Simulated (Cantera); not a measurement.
Feed: 1 mol Cu₂O, 0.43 mol CH₄, 0.34 mol H₂, 0.61 mol C, at 1.20 mbar.

Cantera equilibrium calculation (NASA polynomials, part measured and part estimated; ideal gas, pure solids and liquids). Candidate condensed phases: C, C₆H₆, C₇H₈, C₈H₁₈, Cu, CuO, Cu(OH)₂, Cu₂O, H₂O; 113 gas species. The numbers say what is thermodynamically allowed, not how fast it happens.

**Question.** At 1125 °C, list the 4 most abundant gas species with their mole fractions, and the condensed phases.

**Answer.** H₂ 0.545, CO 0.454, Cu 0.00108, H 0.000101. Condensed: C(graphite) + Cu(l).
